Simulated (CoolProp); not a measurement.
Properties of CH3F (R41) along the isotherm 425 K.

The numbers come from the reference Helmholtz-energy equation of state, Lemmon 2006 in CoolProp. It is a short technical equation, of lower accuracy than the large ones.

```csv
p (kPa),phase,density (kg/m³),cp (kJ/(kg K)),isothermal compressibility (1/MPa),expansivity (1/kK),fugacity coefficient
93.4,gas,0.9017,1.355,10.73,2.372,0.9977
158,gas,1.528,1.357,6.354,2.386,0.9961
266,gas,2.579,1.362,3.785,2.408,0.9934
449,gas,4.373,1.370,2.252,2.447,0.9888
757,gas,7.431,1.384,1.346,2.514,0.9813
1280,gas,12.73,1.409,0.8069,2.631,0.9685
2160,gas,21.98,1.453,0.4890,2.841,0.9476
3640,gas,38.52,1.535,0.3014,3.228,0.9135
6140,supercritical,69.52,1.698,0.1902,3.988,0.8591
10400,supercritical,132.2,2.044,0.1224,5.530,0.7761
17500,supercritical,256.8,2.563,0.06858,7.246,0.6653
29500,supercritical,418.8,2.465,0.02260,5.080,0.5546
```
